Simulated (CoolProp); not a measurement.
Vapour-liquid equilibrium of R1234ze(E) (1) + R227EA (2) at 1.24 MPa; x and y are mole fractions of (1).

The numbers come from the multi-fluid Helmholtz-energy mixture model, Thol 2016 and Lemmon 2016; pair parameters Bell 2023 in CoolProp.

```tsv
x	bubble temperature, mixture model (°C)	bubble temperature, Raoult's law (°C)	y, mixture model	y, Raoult's law
0.05	61.9	62.0	0.055	0.054
0.15	61.3	61.7	0.162	0.161
0.25	60.7	61.3	0.266	0.266
0.35	60.2	61.0	0.367	0.369
0.45	59.8	60.6	0.466	0.470
0.55	59.5	60.3	0.563	0.570
0.65	59.2	60.0	0.660	0.668
0.75	59.0	59.6	0.756	0.765
0.85	58.8	59.3	0.852	0.860
0.95	58.8	59.0	0.950	0.954
```

The largest gap from Raoult's law is -0.8 K in bubble temperature, at x = 0.55. No azeotrope shows between x = 0.05 and 0.95.

Pair parameters are fitted to limited data, so mixtures are less certain than the pure fluids.
